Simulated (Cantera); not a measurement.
What does this Cantera script print?

```python
import numpy as np
import cantera as ct

gas = ct.Solution("gri30.yaml")
gas.TPX = 748, 710000, {'CH4': 1, 'C2H6': 0.42, 'O2': 2.67, 'N2': 10}
inlet = ct.Reservoir(gas, clone=True)
gas.equilibrate("HP")  # start burning
reactor = ct.IdealGasConstPressureReactor(gas, energy="on", clone=False)
exhaust = ct.Reservoir(gas, clone=True)
tau = [0.08, 0.041, 0.021, 0.011, 0.0055, 0.0028, 0.0014, 0.00074, 0.00038, 0.00019, 0.0001, 5.1e-05][0]
for a, b in ((inlet, reactor), (reactor, exhaust)):
    ct.MassFlowController(a, b, mdot=lambda t: reactor.mass / tau)
net = ct.ReactorNet([reactor])
show = ['CH4', 'C2H6', 'O2', 'H2', 'O']

rows = []
print(f"{'tau/s':>10s}{'T/K':>9s}" + "".join(f"{s:>11s}" for s in show))
for tau in [0.08, 0.041, 0.021, 0.011, 0.0055, 0.0028, 0.0014, 0.00074, 0.00038, 0.00019, 0.0001, 5.1e-05]:
    net.initial_time = 0.0
    net.advance(30 * tau)
    before = gas.X
    net.advance(40 * tau)
    drift = np.max(np.abs(gas.X - before) / (gas.X + 1e-9))
    rows.append([gas.T, *gas[show].X, drift])
    print(f"{tau:10.3e}{gas.T:9.1f}" + "".join(f"{x:11.3e}" for x in gas[show].X))
```

It prints:

```
     tau/s      T/K        CH4       C2H6         O2         H2          O
 8.000e-02   2407.9  4.708e-06  2.239e-08  5.956e-05  3.794e-02  2.512e-05
 4.100e-02   2407.0  8.475e-06  4.336e-08  7.329e-05  3.794e-02  2.714e-05
 2.100e-02   2405.4  1.456e-05  8.360e-08  9.781e-05  3.795e-02  3.070e-05
 1.100e-02   2403.1  2.327e-05  1.566e-07  1.382e-04  3.796e-02  3.646e-05
 5.500e-03   2399.4  3.619e-05  3.041e-07  2.106e-04  3.797e-02  4.660e-05
 2.800e-03   2394.4  5.279e-05  5.744e-07  3.262e-04  3.798e-02  6.253e-05
 1.400e-03   2387.2  7.516e-05  1.092e-06  5.173e-04  3.800e-02  8.814e-05
 7.400e-04   2378.3  1.032e-04  1.957e-06  7.936e-04  3.803e-02  1.231e-04
 3.800e-04   2366.2  1.464e-04  3.595e-06  1.244e-03  3.809e-02  1.741e-04
 1.900e-04   2349.8  2.206e-04  6.821e-06  2.001e-03  3.818e-02  2.428e-04
 1.000e-04   2329.7  3.439e-04  1.263e-05  3.160e-03  3.826e-02  3.152e-04
 5.100e-05   2300.0  6.051e-04  2.549e-05  5.325e-03  3.832e-02  3.839e-04
```

Model: GRI-Mech 3.0 (53 species, 325 reactions), integrated in Cantera.
